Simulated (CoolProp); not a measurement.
Vapour pressure (MPa) of dimethyl ether: the reference equation beside estimates from Tc = 400.4 K, pc = 5.337 MPa, ω = 0.196.

The numbers come from the reference Helmholtz-energy equation of state, Wu 2011 in CoolProp.

| T (K) | reference | Lee-Kesler | van der Waals | Soave-Redlich-Kwong | Peng-Robinson |
|---|---|---|---|---|---|
| 201.3 | [?] | 0.007124 | 0.1539 | 0.007265 | 0.007791 |
| 210.5 | 0.01373 | [?] | 0.2068 | 0.01351 | 0.01427 |
| 219.7 | 0.02403 | 0.02334 | 0.2713 | 0.02366 | 0.02469 |
| 229 | 0.04013 | [?] | 0.3497 | 0.03958 | 0.04086 |
| 238.2 | 0.06368 | 0.06250 | 0.4414 | 0.06293 | 0.06438 |
| 247.4 | 0.09713 | 0.09581 | 0.5483 | 0.09620 | [?] |
| 256.6 | 0.1431 | 0.1418 | [?] | 0.1421 | 0.1433 |
| 265.8 | 0.2045 | 0.2035 | 0.8118 | 0.2036 | 0.2043 |
| 275.1 | 0.2854 | 0.2850 | 0.9723 | 0.2849 | 0.2846 |

Complete the blanks.


- 201.3, reference: 0.007391
- 210.5, Lee-Kesler: 0.01328
- 229, Lee-Kesler: 0.03918
- 247.4, Peng-Robinson: 0.09768
- 256.6, van der Waals: 0.6714

Absolute difference from the reference over all 9 rows, mean and median: Lee-Kesler 1.9 and 1.9 %, van der Waals 794.8 and 593.2 %, Soave-Redlich-Kwong 1.1 and 1.2 %, Peng-Robinson 1.8 and 1.1 %.
